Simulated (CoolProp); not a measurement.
Properties of octamethyltrisiloxane (MDM) along the isobar 524 kPa (Tc = 292.2 °C, pc = 1438 kPa, ω = 0.528).

Model: reference Helmholtz-energy equation of state, Thol 2017, in CoolProp.

```json
[
 {"T (°C)": "179.25", "phase": "liquid", "density (kg/m³)": "642.0", "cp (kJ/(kg K))": "2.186", "cv (kJ/(kg K))": "1.855", "Joule-Thomson coefficient (K/MPa)": "-0.01624", "isothermal compressibility (1/MPa)": "0.009923"},
 {"T (°C)": "192.85", "phase": "liquid", "density (kg/m³)": "622.5", "cp (kJ/(kg K))": "2.230", "cv (kJ/(kg K))": "1.889", "Joule-Thomson coefficient (K/MPa)": "0.08305", "isothermal compressibility (1/MPa)": "0.01257"},
 {"T (°C)": "206.55", "phase": "liquid", "density (kg/m³)": "601.1", "cp (kJ/(kg K))": "2.278", "cv (kJ/(kg K))": "1.922", "Joule-Thomson coefficient (K/MPa)": "0.2199", "isothermal compressibility (1/MPa)": "0.01648"},
 {"T (°C)": "220.15", "phase": "liquid", "density (kg/m³)": "577.7", "cp (kJ/(kg K))": "2.336", "cv (kJ/(kg K))": "1.956", "Joule-Thomson coefficient (K/MPa)": "0.4191", "isothermal compressibility (1/MPa)": "0.02263"},
 {"T (°C)": "233.75", "phase": "gas", "density (kg/m³)": "38.40", "cp (kJ/(kg K))": "2.090", "cv (kJ/(kg K))": "1.953", "Joule-Thomson coefficient (K/MPa)": "20.96", "isothermal compressibility (1/MPa)": "2.706"},
 {"T (°C)": "247.35", "phase": "gas", "density (kg/m³)": "35.95", "cp (kJ/(kg K))": "2.090", "cv (kJ/(kg K))": "1.977", "Joule-Thomson coefficient (K/MPa)": "17.50", "isothermal compressibility (1/MPa)": "2.532"},
 {"T (°C)": "260.95", "phase": "gas", "density (kg/m³)": "33.98", "cp (kJ/(kg K))": "2.100", "cv (kJ/(kg K))": "2.002", "Joule-Thomson coefficient (K/MPa)": "15.01", "isothermal compressibility (1/MPa)": "2.415"},
 {"T (°C)": "274.65", "phase": "gas", "density (kg/m³)": "32.32", "cp (kJ/(kg K))": "2.114", "cv (kJ/(kg K))": "2.027", "Joule-Thomson coefficient (K/MPa)": "13.09", "isothermal compressibility (1/MPa)": "2.330"},
 {"T (°C)": "288.25", "phase": "gas", "density (kg/m³)": "30.90", "cp (kJ/(kg K))": "2.131", "cv (kJ/(kg K))": "2.052", "Joule-Thomson coefficient (K/MPa)": "11.59", "isothermal compressibility (1/MPa)": "2.266"},
 {"T (°C)": "301.85", "phase": "gas", "density (kg/m³)": "29.66", "cp (kJ/(kg K))": "2.150", "cv (kJ/(kg K))": "2.077", "Joule-Thomson coefficient (K/MPa)": "10.36", "isothermal compressibility (1/MPa)": "2.217"}
]
```
